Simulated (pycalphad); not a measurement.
All values are pycalphad results on the COST 507 light-alloy database (1999) (1 atm), not direct measurements. These are 1990s assessments: newer ones move some temperatures and phases.

Molar enthalpy of Al-0.32Fe-6.86Si (at.%) in equilibrium (SER reference):

| T (°C) | H (kJ/mol) | phases |
|---|---|---|
| 1577 | 59.10 | liquid |
| 1477 | 55.96 | liquid |
| 1377 | 52.81 | liquid |
| 1277 | 49.66 | liquid |
| 1177 | 46.51 | liquid |
| 1077 | 43.37 | liquid |
| 977 | 40.22 | liquid |
| 877 | 37.08 | liquid |
| 777 | 33.94 | liquid |
| 677 | 30.80 | liquid |
| 627 | 29.24 | liquid |
| 577 | 22.35 | liquid + fcc + ALFESI_BETA |
| 527 | 13.72 | fcc + diamond (Si) + ALFESI_BETA |
| 477 | 12.06 | fcc + diamond (Si) + ALFESI_BETA |
| 377 | 8.97 | fcc + diamond (Si) + ALFESI_BETA |
| 277 | 6.12 | fcc + diamond (Si) + ALFESI_BETA |

Cooling from 627 °C to 527 °C, across the freezing range, releases 15.5 kJ/mol, or 572 J/g. The slope is 31 J/(mol K) in the liquid and 33 J/(mol K) just below the solidus, where it includes any heat of precipitation. Liquidus 614 °C, solidus 576 °C. Changes were sought between steps of 50 K, so a narrower field can be missed.

Database names, with the compositions (at.%) that they take in these runs: ALFESI_BETA: Al 70 Fe 15 Si 15.
